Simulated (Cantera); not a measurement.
Catalytic stagnation flow on Pt

A jet of 1.21 % CH₄, 19.2 % O₂, 79.6 % N₂, equivalence ratio 0.13 at 300 K and 15.0 Torr hits a platinum plate 3.4 cm away at a mass flux of 0.19 kg/m²/s; the plate temperature is set and raised in steps from an oxygen-covered start.

Detailed kinetics in Cantera: Deutschmann's 1995 Pt surface mechanism with GRI-Mech 3.0 gas chemistry. Catalytic surfaces can have several steady states; this one follows from the mechanism file's or the stated starting coverage.

```
plate T (K)  wall x CH₄  wall x O₂  wall x H₂O  wall x OH  wall x CO  wall x CO₂  θ free Pt   θ O*
-----------  ----------  ---------  ----------  ---------  ---------  ----------  ---------  -----
900              0.0111      0.189     0.00182    1.67e-8    4.57e-6     0.00119      0.248  0.752
950              0.0105      0.188     0.00296    5.86e-8    6.06e-6     0.00194      0.319  0.681
1000            0.00980      0.187     0.00427    1.75e-7    7.74e-6     0.00280      0.391  0.609
1050            0.00906      0.185     0.00562    4.56e-7    9.63e-6     0.00369      0.462  0.538
1100            0.00836      0.184     0.00691    1.06e-6    1.18e-5     0.00454      0.530  0.470
```
x: mole fraction at the wall; θ: surface coverage.
